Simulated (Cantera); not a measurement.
Input (Python, Cantera) and output of one run.

```python
import numpy as np
import cantera as ct

gas_names = [...]  # 87 gases of nasa_gas.yaml made of C, H, Si
cond_names = """
    C(gr) C6H6(L) C7H8(L) C8H18(L),n-octa Si(cr) Si(L) SiC(b)
""".split()


# ... load() reads the species with a 1 bar reference pressure and builds the phases ...
atoms = {
    'SiH4': {'Si': 1, 'H': 4},
    'CH4': {'C': 1, 'H': 4},
    'H2': {'H': 2},
}
top_T = {'C(gr)': 4500, 'SiC(b)': 3050}  # K; cautious upper limits of use, not melting points


# ... equilibrate(T, P, feed) seeds the gas with the atoms and calls Mixture.equilibrate('TP', solver="gibbs", rtol=1e-10, max_steps=50000) ...
results = []
feed = {'SiH4': 1, 'CH4': 1.1, 'H2': 34}  # mol
P = 740  # Pa
for T in [1025, 1175, 1325, 1475, 1625, 1775, 1925, 2075, 2225, 2375, 2525]:
    mix = equilibrate(T, P, feed)
    results.append((T, P, feed, dict(zip(mix.species_names, mix.species_moles))))

top = {s: max(r[3][s] / sum(r[3][g] for g in gas_names) for r in results) for s in gas_names}
cols = sorted((s for s in top if top[s] > 0.001), key=lambda s: -top[s])[:8]
seen = [c for c in cond_names if any(r[3].get(c, 0) > 1e-12 for r in results)]
print("log10 of partial pressures in bar; condensed amounts in mol")
print(f"{'T/K':>10s}" + "".join(f"{s[:9]:>10s}" for s in cols + seen))
for T, P, feed, n in results:
    ng = sum(n[g] for g in gas_names)
    print(f"{T:10.4g}" + "".join(f"{np.log10(max(n[s] / ng * P / 1e5, 1e-99)):10.3f}" for s in cols)
          + "".join(f"{n.get(c, 0):10.4g}" for c in seen))
```

It prints:

```
log10 of partial pressures in bar; condensed amounts in mol
       T/K        H2         H        Si C2H2,acet      SiC2     C(gr)    SiC(b)
      1025    -2.131    -9.426   -18.497   -10.787   -23.874   0.07926         1
      1175    -2.131    -7.977   -15.112    -9.327   -19.426   0.09458         1
      1325    -2.131    -6.852   -12.499    -8.201   -15.996   0.09804         1
      1475    -2.131    -5.952   -10.421    -7.307   -13.273   0.09867         1
      1625    -2.131    -5.217    -8.730    -6.580   -11.060   0.09687         1
      1775    -2.132    -4.605    -7.327    -5.979    -9.228   0.08918    0.9997
      1925    -2.136    -4.087    -6.146    -5.475    -7.687   0.06907    0.9957
      2075    -2.145    -3.647    -5.137    -5.052    -6.374   0.04631    0.9543
      2225    -2.169    -3.273    -4.266    -4.701    -5.242    0.1771    0.6259
      2375    -2.215    -2.958    -3.870    -4.422    -4.621    0.3516         0
      2525    -2.287    -2.696    -3.899    -4.262    -4.509         0         0
```

Equilibrium computed with Cantera from the NASA thermochemical tables; the gas is ideal and each condensed phase is pure. Gases not in the tables: Si2H6 and higher silanes.
